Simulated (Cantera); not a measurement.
Input (Python, Cantera) and output of one run.

```python
import numpy as np
import cantera as ct

gas_names = """
    C CN CO CO2 C2 CCN CNC C2N2 C2O C3 C3O2 C4 C4N2 C5 N NCO NO NO2 NO3 N2 N2O O O2 O3 Si SiC SiC2 SiN
    SiO SiO2 Si2 Si2C Si2N Si3
""".split()
cond_names = """
    C(gr) Si(cr) Si(L) SiC(b) SiO2(Lqz) SiO2(hqz) SiO2(L) Si2N2O(s) Si3N4(a)
""".split()


# ... load() reads the species with a 1 bar reference pressure and builds the phases ...
atoms = {
    'SiC': {'Si': 1, 'C': 1},
    'O2': {'O': 2},
    'N2': {'N': 2},
}
top_T = {'C(gr)': 4500, 'SiC(b)': 3050, 'Si2N2O(s)': 2100, 'Si3N4(a)': 2400}  # K; cautious upper limits of use, not melting points


# ... equilibrate(T, P, feed) seeds the gas with the atoms and calls Mixture.equilibrate('TP', solver="vcs", rtol=1e-11, max_steps=5000) ...
results = []
feed = {'SiC': 1, 'O2': 0.0014, 'N2': 4.6}  # mol
P = 0.23  # Pa
for T in [975, 1050, 1125, 1200, 1275, 1350, 1425, 1500, 1575, 1650, 1725, 1800, 1875]:
    mix = equilibrate(T, P, feed)
    results.append((T, P, feed, dict(zip(mix.species_names, mix.species_moles))))
    x = sorted(zip(gas.X, gas.species_names), reverse=True)
    print(f"T = {T:g} K  P = {P:g} Pa  gas = {mix.phase_moles(0):.4g} mol")
    print("   x: " + "  ".join(f"{s} {v:.3e}" for v, s in x if v > 0.001))
    print("   condensed (mol): " + ("  ".join(f"{mix.phase(i).name} {mix.phase_moles(i):.4g}"
          for i in range(1, mix.n_phases) if mix.phase_moles(i) > 1e-12) or "none"))
```

Result:

```
T = 975 K  P = 0.23 Pa  gas = 3.934 mol
   x: N2 1.000e+00
   condensed (mol): C(gr) 1  Si2N2O(s) 0.002799  Si3N4(a) 0.3315
T = 1050 K  P = 0.23 Pa  gas = 4.598 mol
   x: N2 1.000e+00
   condensed (mol): C(gr) 0.005019  SiC(b) 0.9948  Si2N2O(s) 0.002606
T = 1125 K  P = 0.23 Pa  gas = 4.601 mol
   x: N2 9.996e-01
   condensed (mol): SiC(b) 0.9981  Si2N2O(s) 0.0009312
T = 1200 K  P = 0.23 Pa  gas = 4.601 mol
   x: N2 9.996e-01
   condensed (mol): SiC(b) 0.9982  Si2N2O(s) 0.0008602
T = 1275 K  P = 0.23 Pa  gas = 4.603 mol
   x: N2 9.994e-01
   condensed (mol): SiC(b) 0.9986
T = 1350 K  P = 0.23 Pa  gas = 4.603 mol
   x: N2 9.994e-01
   condensed (mol): SiC(b) 0.9986
T = 1425 K  P = 0.23 Pa  gas = 4.603 mol
   x: N2 9.993e-01
   condensed (mol): SiC(b) 0.9984
T = 1500 K  P = 0.23 Pa  gas = 4.605 mol
   x: N2 9.990e-01
   condensed (mol): SiC(b) 0.9977
T = 1575 K  P = 0.23 Pa  gas = 4.606 mol
   x: N2 9.988e-01
   condensed (mol): SiC(b) 0.9972
T = 1650 K  P = 0.23 Pa  gas = 4.61 mol
   x: N2 9.979e-01  Si 1.446e-03
   condensed (mol): C(gr) 0.003879  SiC(b) 0.9932
T = 1725 K  P = 0.23 Pa  gas = 4.638 mol
   x: N2 9.918e-01  Si 7.430e-03
   condensed (mol): C(gr) 0.03162  SiC(b) 0.9647
T = 1800 K  P = 0.23 Pa  gas = 4.765 mol
   x: N2 9.653e-01  Si 3.326e-02
   condensed (mol): C(gr) 0.1551  SiC(b) 0.8357
T = 1875 K  P = 0.23 Pa  gas = 5.333 mol
   x: N2 8.625e-01  Si 1.318e-01  SiC2 2.923e-03  Si2C 2.051e-03
   condensed (mol): C(gr) 0.6961  SiC(b) 0.2586
```

Equilibrium computed with Cantera from the NASA thermochemical tables; the gas is ideal and each condensed phase is pure. N2 is the only nitrogen source here; it is nearly inert below about 1500 K, so the nitride shown seldom forms there in practice. Mutual solubility and eutectic melting of coexisting phases are not modelled. The tables' values for SiN are old estimates; treat these amounts as uncertain.
